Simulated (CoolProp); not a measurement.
Acetone along the isobar 0.281 MPa: density (kg/m³) from the reference equation and from simpler models built on Tc = 235.0 °C, pc = 4.692 MPa, ω = 0.307; each cubic takes its own stable root.

Computed with CoolProp (reference Helmholtz-energy equation of state, Lemmon 2006). It is a short technical equation, of lower accuracy than the large ones.

```csv
T (°C),phase,reference
-31.85,liquid,846.4
-11.25,liquid,824.4
9.35,liquid,802.2
29.95,liquid,779.3
50.45,liquid,755.8
71.05,liquid,731.1
91.65,gas,5.934
112.25,gas,5.486
132.75,gas,5.128
153.35,gas,4.826
173.95,gas,4.566
194.55,gas,4.338
215.15,gas,4.134
235.65,gas,3.952
256.25,gas,3.786
276.85,gas,3.634
```

Question: How far does each simpler model (van der Waals, Redlich-Kwong, Soave-Redlich-Kwong, Peng-Robinson) lie from the reference over these 16 states: mean and median of the absolute difference, and the worst?

Answer: 
- van der Waals: mean 29.0 %, median 3.2 %, worst -99.2 % at 71.05 °C and 0.281 MPa
- Redlich-Kwong: mean 14.7 %, median 2.3 %, worst -99.2 % at 71.05 °C and 0.281 MPa
- Soave-Redlich-Kwong: mean 8.9 %, median 1.8 %, worst -22.8 % at -31.85 °C and 0.281 MPa
- Peng-Robinson: mean 5.0 %, median 1.5 %, worst -13.3 % at -31.85 °C and 0.281 MPa

At some of these states van der Waals, Redlich-Kwong gives the other phase, because its saturation line lies elsewhere.
